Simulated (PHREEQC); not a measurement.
## Polishing slurry liquid (model solution)

A solution holds 0.003 mol/kgw KOH, 0.012 mol/kgw K2SO4 and 0.02 mol/kgw H3BO3, at 20 °C. Closed to the air; pH follows from the charge balance.

All values are PHREEQC results (ion-association model, wateq4f.dat), not measurements.

```json
{
  "pH": "8.44",
  "ionic_strength": "0.0372 mol/kgw",
  "total_alkalinity": "3.00 meq/kg"
}
```

```json
[
 {"species": "K+", "molality": "0.0261", "activity": "0.0217", "log γ": "-0.079"},
 {"species": "H3BO3", "molality": "0.0170", "activity": "0.0171", "log γ": "0.004"},
 {"species": "SO4-2", "molality": "0.0111", "activity": "0.00558", "log γ": "-0.298"},
 {"species": "H2BO3-", "molality": "0.00300", "activity": "0.00247", "log γ": "-0.084"},
 {"species": "KSO4-", "molality": "0.000922", "activity": "0.000780", "log γ": "-0.073"},
 {"species": "OH-", "molality": "2.24e-6", "activity": "1.86e-6", "log γ": "-0.080"},
 {"species": "H+", "molality": "4.20e-9", "activity": "3.64e-9", "log γ": "-0.062"},
 {"species": "HSO4-", "molality": "2.11e-9", "activity": "1.78e-9", "log γ": "-0.076"}
]
```

This is a speciation only: nothing precipitates in the calculation.
